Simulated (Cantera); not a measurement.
A perfectly stirred reactor is fed with C2H6 : N2 = 1 : 61 (molar parts), at 25.5 Torr; it is held at 1473 K, and followed from long to short residence time.

Model: GRI-Mech 3.0 (53 species, 325 reactions), integrated in Cantera. GRI-Mech 3.0 stops at C3 and has no aromatics, soot or wall deposition, so with more carbon than oxygen in the feed, carbon stays in small species such as C2H2 where larger ones or solid carbon would form. Radical loss at walls, strong at low pressure, is not modelled.

**Question.** What does this change do: temperature 1473 to 1125 K?

**Answer.** 
| quantity | before | after |
|---|---|---|
| x(C2H6) at τ = 1.50 s | 4.77e-5 | 0.00446 |
| x(C2H4) at τ = 1.50 s | 0.000240 | 0.00850 |
| x(CH2) at τ = 1.50 s | 2.37e-7 | 5.30e-10 |
| x(C2H2) at τ = 1.50 s | 0.0142 | 0.00221 |
| x(HCN) at τ = 1.50 s | 4.25e-6 | 8.63e-11 |
| x(C2H6) at τ = 12.0 ms | 0.00324 | 0.0160 |
| x(C2H4) at τ = 12.0 ms | 0.00578 | 7.38e-5 |
| x(CH2) at τ = 12.0 ms | 2.20e-6 | 1.11e-10 |
| x(C2H2) at τ = 12.0 ms | 0.00461 | 4.66e-8 |
| x(HCN) at τ = 12.0 ms | 7.42e-7 | 3.95e-12 |

**Question.** What does this change do: C2H6 1 to 0.35 parts?

**Answer.** 
| quantity | before | after |
|---|---|---|
| x(C2H6) at τ = 1.50 s | 4.77e-5 | 2.06e-5 |
| x(C2H4) at τ = 1.50 s | 0.000240 | 0.000103 |
| x(CH2) at τ = 1.50 s | 2.37e-7 | 2.72e-7 |
| x(C2H2) at τ = 1.50 s | 0.0142 | 0.00515 |
| x(HCN) at τ = 1.50 s | 4.25e-6 | 1.08e-5 |
| x(C2H6) at τ = 12.0 ms | 0.00324 | 0.00137 |
| x(C2H4) at τ = 12.0 ms | 0.00578 | 0.00220 |
| x(CH2) at τ = 12.0 ms | 2.20e-6 | 1.90e-6 |
| x(C2H2) at τ = 12.0 ms | 0.00461 | 0.00139 |
| x(HCN) at τ = 12.0 ms | 7.42e-7 | 1.50e-6 |
